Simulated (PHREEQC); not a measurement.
Make-up at 25 °C: 0.016 mol/kgw Na2SO4, 7.4e-05 mol/kgw MnCl2 and 0.00014 mol/kgw MgCl2. Closed to the air; pH follows from the charge balance.

All values are PHREEQC results (ion-association model, phreeqc.dat), not measurements.

Precipitation was switched off in this run.

Problem. Order these S species by the share of S that they hold, largest first: MnSO4, NaSO4-, SO4-2, MgSO4.

Solution. SO4-2 (93 %), NaSO4- (6.8 %), MgSO4 (0.39 %), MnSO4 (0.17 %)

The pH is 7.09 and the ionic strength 0.0461 mol/kgw. Species that the database lacks are ignored.
